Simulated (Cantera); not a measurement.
## Oxide etching and cleaning by halides: SiO2 + F2

A closed system holds: 1 mol SiO2, a varied amount of F2, held at 1475 K and 13.3 mbar.

Method: chemical equilibrium by Gibbs-energy minimisation in Cantera with the NASA 1993 tables (ideal gas, pure condensed phases). Candidate condensed phases: Si, SiO2; 17 gas species. The tables hold silica as quartz up to 1696 K and as liquid above; real silica turns to tridymite and cristobalite and melts near 1996 K. The numbers say what is thermodynamically allowed, not how fast it happens.

At 0.8 mol F2 the condensed part is SiO2(β-quartz). From 2.2 mol F2 to 11 mol F2 nothing is condensed. The main Si-bearing gas is SiF4 throughout.

```tsv
n(F2) (mol)	x F	x SiF4	x O2	x F2	x O	x FO	x FO2	x SiF3	n SiO2(β-quartz)
0.8	3.07e-6	0.500	0.500	<1e-12	1.76e-5	7.14e-11	1.11e-11	8.34e-7	0.600
2.2	0.167	0.417	0.417	6.24e-5	1.60e-5	3.54e-6	5.04e-7	1.28e-11	0
3.6	0.614	0.192	0.192	0.000849	1.09e-5	8.86e-6	8.58e-7	1.61e-12	0
5	0.748	0.125	0.125	0.00126	8.79e-6	8.71e-6	6.80e-7	<1e-12	0
6.4	0.813	0.0927	0.0927	0.00149	7.57e-6	8.14e-6	5.47e-7	<1e-12	0
7.8	0.851	0.0736	0.0736	0.00163	6.75e-6	7.60e-6	4.55e-7	<1e-12	0
9.2	0.876	0.0611	0.0611	0.00173	6.14e-6	7.12e-6	3.88e-7	<1e-12	0
11	0.898	0.0501	0.0501	0.00181	5.56e-6	6.61e-6	3.26e-7	<1e-12	0
```
x: gas mole fraction; n: condensed amount in mol.
